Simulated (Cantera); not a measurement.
Input (Python, Cantera):

```python
import numpy as np
import cantera as ct

gas = ct.Solution("h2o2.yaml")
gas.TPX = 1150, 1200, {'H2': 0.12, 'O2': 1, 'N2': 0.33}
inlet = ct.Reservoir(gas, clone=True)

reactor = ct.IdealGasConstPressureReactor(gas, energy="off", clone=False)
exhaust = ct.Reservoir(gas, clone=True)
tau = [2.8, 1.6, 0.85, 0.47, 0.26, 0.14, 0.077, 0.042, 0.023, 0.013, 0.0069][0]
for a, b in ((inlet, reactor), (reactor, exhaust)):
    ct.MassFlowController(a, b, mdot=lambda t: reactor.mass / tau)
net = ct.ReactorNet([reactor])
show = ['H2', 'O2', 'H', 'O', 'OH']

rows = []
print(f"{'tau/s':>10s}{'T/K':>9s}" + "".join(f"{s:>11s}" for s in show))
for tau in [2.8, 1.6, 0.85, 0.47, 0.26, 0.14, 0.077, 0.042, 0.023, 0.013, 0.0069]:
    net.initial_time = 0.0
    net.advance(30 * tau)
    before = gas.X
    net.advance(40 * tau)
    drift = np.max(np.abs(gas.X - before) / (gas.X + 1e-9))
    rows.append([gas.T, *gas[show].X, drift])
    print(f"{tau:10.3e}{gas.T:9.1f}" + "".join(f"{x:11.3e}" for x in gas[show].X))
```

Output:

```
     tau/s      T/K         H2         O2          H          O         OH
 2.800e+00   1150.0  2.058e-04  6.746e-01  1.783e-04  1.579e-03  8.848e-04
 1.600e+00   1150.0  2.906e-04  6.739e-01  3.087e-04  2.268e-03  1.066e-03
 8.500e-01   1150.0  4.273e-04  6.728e-01  5.701e-04  3.393e-03  1.314e-03
 4.700e-01   1150.0  6.103e-04  6.713e-01  1.003e-03  4.906e-03  1.594e-03
 2.600e-01   1150.0  8.667e-04  6.693e-01  1.736e-03  7.007e-03  1.927e-03
 1.400e-01   1150.0  1.241e-03  6.663e-01  3.007e-03  9.977e-03  2.332e-03
 7.700e-02   1150.0  1.740e-03  6.627e-01  4.928e-03  1.365e-02  2.774e-03
 4.200e-02   1150.0  2.427e-03  6.582e-01  7.713e-03  1.802e-02  3.261e-03
 2.300e-02   1150.0  3.357e-03  6.535e-01  1.122e-02  2.245e-02  3.764e-03
 1.300e-02   1150.0  4.580e-03  6.497e-01  1.482e-02  2.594e-02  4.252e-03
 6.900e-03   1150.0  6.597e-03  6.470e-01  1.847e-02  2.813e-02  4.810e-03
```

Cantera simulation using the H2/O2 subset of GRI-Mech 3.0, which has no nitrogen chemistry; the numbers are that mechanism's predictions, not measurements. Radical loss at walls, strong at low pressure, is not modelled. The temperature is held fixed by assumption; the heat of reaction is taken as removed at once.
